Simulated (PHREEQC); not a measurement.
1 kg of water holding 0.24 mol NaCl, 0.021 mol NaOH, 0.055 mol Na2SO4 and 0.021 mol Na2CO3 is evaporated at 20 °C; the solids stay in contact with the brine. No CO2 enters from the air. The run lets Burkeite, Halite, Mirabilite, Nahcolite, Natron, Thenardite, Trona precipitate or redissolve, and no other solid.

The series has 28 steps of water left (kg), from 1 to 0.005013.

Equilibrium calculation in PHREEQC: Pitzer model, pitzer.dat.

**Question.** Which solids form, in which order, and at which step of the series does each first stand?

**Answer.** Thenardite from water left = 0.05276 kg (pH 13.56); Burkeite from water left = 0.04335 kg (pH 13.66); Halite from water left = 0.04335 kg (pH 13.66).

Complexes and solids missing from the database can't appear.
